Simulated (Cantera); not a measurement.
Cantera run:

```python
import numpy as np
import cantera as ct

gas_names = """
    C CH CH2 CH3 CH2OH CH3O CH4 CH3OH CO CO2 COOH C2 C2H CHCO,ketyl C2H2,acetylene C2H2,vinylidene
    CH2CO,ketene C2H3,vinyl CH3CO,acetyl C2H4 C2H4O,ethylen CH3CHO,ethanal CH3COOH (HCOOH)2 C2H5 C2H6
    CH3OCH3 C2H5OH C2O C3 C3H3,propargyl C3H4,allene C3H4,propyne C3H4,cyclo- C3H5,allyl C3H6,propylene
    C3H6,cyclo- C3H6O C3H7,n-propyl C3H7,i-propyl C3H8 C3H8O,1propanol C3H8O,2propanol C3O2 C4 C4H2
    C4H4,1,3-cyclo- C4H6,butadiene C4H6,2-butyne C4H6,cyclo- C4H8,1-butene C4H8,cis2-buten
    C4H8,tr2-butene C4H8,isobutene C4H8,cyclo- (CH3COOH)2 C4H9,n-butyl C4H9,i-butyl C4H9,s-butyl
    C4H9,t-butyl C4H10,isobutane C4H10,n-butane C5 C5H6,1,3cyclo- C5H8,cyclo- C5H10,1-pentene
    C5H10,cyclo- C5H11,pentyl C5H11,t-pentyl C5H12,n-pentane C5H12,i-pentane CH3C(CH3)2CH3 C6H2
    C6H5,phenyl C6H5O,phenoxy C6H6 C6H5OH,phenol C6H10,cyclo- C6H12,1-hexene C6H12,cyclo- C6H13,n-hexyl
    C7H7,benzyl C7H8 C7H8O,cresol C7H14,1-heptene C7H15,n-heptyl C7H16,n-heptane C8H8,styrene
    C8H10,ethylbenz C8H16,1-octene C8H17,n-octyl C8H18,isooctane C8H18,n-octane C9H19,n-nonyl
    C10H8,naphthale C10H21,n-decyl C12H9,o-bipheny C12H10,bipheny H HCO HO2 H2 HCHO,formaldehy HCOOH H2O
    H2O2 O OH O2 O3 Pb PbO Pb2
""".split()
cond_names = """
    C(gr) C6H6(L) C7H8(L) C8H18(L),n-octa H2O(s) H2O(L) Pb(cr) Pb(L) PbO(rd) PbO(yw) PbO(L) PbO2(s)
    Pb3O4(s)
""".split()


def load(file, names, dense=False):
    # The tables refer to 1 bar. Condensed volumes are neglected.
    table = {s.name: s for s in ct.Species.list_from_file(file)}
    out = []
    for n in names:
        d = dict(table[n].input_data)
        d["thermo"] = dict(d["thermo"], **{"reference-pressure": 1e5})
        if dense:
            d["equation-of-state"] = {"model": "constant-volume", "density": "1e6 g/cm^3"}
        out.append(ct.Species.from_dict(d))
    return out


gas = ct.Solution(thermo="ideal-gas", species=load("nasa_gas.yaml", gas_names))
cond = {s.name: ct.Solution(thermo="fixed-stoichiometry", species=[s], name=s.name)
        for s in load("nasa_condensed.yaml", cond_names, dense=True)}
atoms = {
    'PbO': {'Pb': 1, 'O': 1},
    'CH4': {'C': 1, 'H': 4},
    'CO': {'C': 1, 'O': 1},
}
top_T = {'C(gr)': 4500, 'Pb3O4(s)': 820}  # K; cautious upper limits of use, not melting points


def equilibrate(T, P, feed):
    n = {}
    for name, mol in feed.items():
        for a, k in atoms[name].items():
            n[a] = n.get(a, 0.0) + k * mol
    gas.TPX = T, P, n
    mass = sum(n.values()) * gas.mean_molecular_weight
    gas.equilibrate("TP")
    valid = [c for c in cond.values() if c.min_temp <= T <= top_T.get(c.name, c.max_temp)]
    mix = ct.Mixture([(gas, mass / gas.mean_molecular_weight)] + [(c, 0.0) for c in valid])
    mix.T, mix.P = T, P
    mix.equilibrate("TP", solver="vcs", rtol=1e-11, max_steps=5000)
    return mix


results = []
feed = {'PbO': 1, 'CH4': 0.46, 'CO': 0.85}  # mol
P = 20000  # Pa
for T in [1125, 1225, 1325, 1425, 1525, 1625, 1725, 1825, 1925, 2025, 2125]:
    mix = equilibrate(T, P, feed)
    results.append((T, P, feed, dict(zip(mix.species_names, mix.species_moles))))

top = {s: max(r[3][s] / sum(r[3][g] for g in gas_names) for r in results) for s in gas_names}
cols = sorted((s for s in top if top[s] > 0.001), key=lambda s: -top[s])[:6]
seen = [c for c in cond_names if any(r[3].get(c, 0) > 1e-12 for r in results)]
print("log10 of partial pressures in bar; condensed amounts in mol")
print(f"{'T/K':>10s}" + "".join(f"{s[:9]:>10s}" for s in cols + seen))
for T, P, feed, n in results:
    ng = sum(n[g] for g in gas_names)
    print(f"{T:10.4g}" + "".join(f"{np.log10(max(n[s] / ng * P / 1e5, 1e-99)):10.3f}" for s in cols)
          + "".join(f"{n.get(c, 0):10.4g}" for c in seen))
```

It prints:

```
log10 of partial pressures in bar; condensed amounts in mol
       T/K        CO        Pb        H2       CO2       H2O         H     Pb(L)
      1125    -1.047    -3.723    -1.210    -1.559    -1.682    -7.957    0.9979
      1225    -1.036    -3.029    -1.231    -1.604    -1.632    -7.122    0.9895
      1325    -1.032    -2.443    -1.253    -1.649    -1.600    -6.413    0.9591
      1425    -1.041    -1.941    -1.284    -1.702    -1.588    -5.808    0.8645
      1525    -1.083    -1.507    -1.344    -1.782    -1.613    -5.298    0.5884
      1625    -1.164    -1.209    -1.441    -1.898    -1.683    -4.872         0
      1725    -1.160    -1.209    -1.450    -1.924    -1.668    -4.456         0
      1825    -1.156    -1.209    -1.458    -1.948    -1.656    -4.085         0
      1925    -1.153    -1.210    -1.465    -1.969    -1.647    -3.752         0
      2025    -1.150    -1.210    -1.471    -1.989    -1.640    -3.451         0
      2125    -1.148    -1.211    -1.477    -2.007    -1.635    -3.179         0
```

These are equilibrium values from Cantera (NASA tables, ideal gas, pure condensed phases), not measurements of a reactor. Gases not in the tables: (PbO)n polymers.
